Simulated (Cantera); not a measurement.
Nitride etching: Si3N4 + HCl + H2 + NF3

Input: 1 mol Si3N4, 4.1 mol HCl, 1.6 mol H2, 7 mol NF3, equilibrated at 29.3 Torr.

These are equilibrium values from Cantera (NASA tables, ideal gas, pure condensed phases), not measurements of a reactor. Candidate condensed phases: NH4Cl, Si, Si3N4; 49 gas species. The numbers say what is thermodynamically allowed, not how fast it happens.

From 1025 K to 1475 K nothing is condensed. The main Si-bearing gas is SiF4 throughout.

| T (K) | x HF | x N2 | x SiF4 | x ClF | x Cl2 | x Cl | x F |
|---|---|---|---|---|---|---|---|
| 1025 | 0.390 | 0.294 | 0.160 | 0.0905 | 0.0640 | 0.000716 | 0.000347 |
| 1075 | 0.390 | 0.294 | 0.160 | 0.0901 | 0.0638 | 0.00141 | 0.000715 |
| 1125 | 0.390 | 0.294 | 0.160 | 0.0893 | 0.0634 | 0.00262 | 0.00138 |
| 1175 | 0.389 | 0.293 | 0.160 | 0.0881 | 0.0629 | 0.00460 | 0.00250 |
| 1225 | 0.388 | 0.292 | 0.159 | 0.0861 | 0.0621 | 0.00770 | 0.00430 |
| 1275 | 0.387 | 0.291 | 0.159 | 0.0830 | 0.0609 | 0.0123 | 0.00700 |
| 1325 | 0.385 | 0.290 | 0.158 | 0.0787 | 0.0591 | 0.0190 | 0.0108 |
| 1375 | 0.382 | 0.288 | 0.157 | 0.0730 | 0.0566 | 0.0282 | 0.0159 |
| 1425 | 0.378 | 0.285 | 0.155 | 0.0657 | 0.0533 | 0.0401 | 0.0223 |
| 1475 | 0.374 | 0.282 | 0.154 | 0.0572 | 0.0488 | 0.0551 | 0.0298 |
x: gas mole fraction; nothing condenses.
